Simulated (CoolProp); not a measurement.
A simple Rankine cycle with R236FA: condensing at 315.15 K, boiler at 1.48 MPa, turbine inlet 399 K, turbine efficiency 0.85, pump efficiency 0.7, no recuperator. Each further row changes one setting.

Model: reference Helmholtz-energy equation of state, Pan 2012, in CoolProp.

```tsv
case	thermal efficiency (%)	net work (kJ/kg)	heat in (kJ/kg)	turbine exit temperature (K)	volume ratio over the turbine
as stated	8.3	17.0	204	369.7	3.36
condensing temperature 307.15 K	9.7	20.8	214	364.5	4.28
boiler pressure 1.04 MPa	6.0	12.6	210	379.9	2.28
turbine efficiency 0.75	7.3	14.9	204	371.9	3.39
```
